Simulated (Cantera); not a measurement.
## Thermodynamics of aluminium nitride and oxide growth, feed AlI₃ + O₂ + N₂

Feed: 1 mol AlI₃, 0.22 mol O₂, a varied amount of N₂, at 1350 K and 0.0133 bar.

Method: chemical equilibrium by Gibbs-energy minimisation in Cantera with the NASA 1993 tables (ideal gas, pure condensed phases). Candidate condensed phases: Al, AlI₃, AlN, Al₂O₃, I₂; 21 gas species. Mutual solubility and eutectic melting of coexisting phases are not modelled. Kinetics and transport are ignored.

```tsv
n(N₂) (mol)	x N₂	x I	x AlI₃	x I₂	x AlI	x Al₂I₆	n AlN(s)	n Al₂O₃(s)
1.9	0.421	0.493	0.0763	0.00854	0.00134	5.06e-8	0.392	0.147
4.2	0.600	0.368	0.0265	0.00475	0.000834	6.10e-9	0.528	0.147
6.4	0.690	0.294	0.0126	0.00304	0.000623	1.39e-9	0.589	0.147
8.6	0.746	0.244	0.00698	0.00210	0.000497	4.23e-10	0.624	0.147
11	0.788	0.206	0.00406	0.00149	0.000408	1.43e-10	0.646	0.147
13	0.814	0.182	0.00275	0.00116	0.000354	6.57e-11	0.658	0.147
15	0.834	0.163	0.00194	0.000929	0.000313	3.28e-11	0.667	0.147
17	0.850	0.147	0.00142	0.000759	0.000280	1.76e-11	0.673	0.147
20	0.870	0.128	0.000939	0.000580	0.000242	7.66e-12	0.680	0.147
22	0.880	0.118	0.000732	0.000493	0.000222	4.66e-12	0.683	0.147
```
x: gas mole fraction; n: condensed amount in mol.

From 1.9 mol N₂ to 22 mol N₂ the condensed part is AlN(s) + Al₂O₃(s). The main Al-bearing gas is AlI₃ throughout. The share of Al in condensed phases is highest at 22 mol N₂ (97.7 %) and lowest at 1.9 mol N₂ (68.5 %).
